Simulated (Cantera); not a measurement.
Input: 1 mol SiCl₄, 1.6 mol Cl₂, 0.2 mol H₂, held at 1.00 bar.

These are equilibrium values from Cantera (NASA tables, ideal gas, pure condensed phases), not measurements of a reactor. Candidate condensed phases: Si; 19 gas species. Rates play no part. All values below are at 1175 K.

Base state: Cl₂ 0.498, SiCl₄ 0.357, HCl 0.143, Cl 0.00256 (mole fractions); condensed: gas only.

What changes in the equilibrium state with this change: pressure from 1.00 bar to 0.100 bar?


```tsv
species	before	after
Cl₂	0.498	0.494
SiCl₄	0.357	0.356
HCl	0.143	0.142
Cl	0.00256	0.00805
```
